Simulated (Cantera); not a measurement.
A closed system holds: 1 mol Fe3O4, a varied amount of HCl, 0.034 mol H2, equilibrated at 1327 °C and 15.0 mbar.

Method: chemical equilibrium by Gibbs-energy minimisation in Cantera with the NASA 1993 tables (ideal gas, pure condensed phases). Candidate condensed phases: Fe, FeCl2, FeCl3, FeO, Fe(OH)2, Fe(OH)3, Fe2O3, Fe3O4, H2O; 22 gas species. Mutual solubility and eutectic melting of coexisting phases are not modelled. The tables' stoichiometric FeO is somewhat more stable than real wüstite, so its field is too wide. FeO: taken at fixed stoichiometry. Kinetics and transport are ignored.

x: gas mole fraction; n: condensed amount in mol.

```csv
n(HCl) (mol),x HCl,x H2O,x FeCl2,x Cl,x O2,n FeO(s),n Fe3O4(s)
0.25,0.431,0.338,0.223,0.00204,1.10e-5,0.0348,0.967
0.49,(withheld),(withheld),(withheld),(withheld),(withheld),0,0.964
0.72,0.553,0.239,0.187,0.0144,0.00505,0,0.952
0.95,0.561,0.227,0.183,(withheld),(withheld),0,0.938
1.2,0.564,0.221,0.183,0.0189,0.0119,0,0.923
1.4,0.565,0.217,0.182,0.0197,0.0135,0,0.910
1.6,0.566,0.215,0.182,0.0203,0.0148,0,0.898
1.9,0.567,0.212,0.182,0.0210,0.0162,0,0.879
```

Complete the blanks.


- 0.95, x Cl: 0.0173
- 0.95, x O2: 0.00900
- 0.49, x HCl: 0.512
- 0.49, x H2O: 0.274
- 0.49, x FeCl2: 0.206
- 0.49, x Cl: 0.00694
- 0.49, x O2: 0.000490
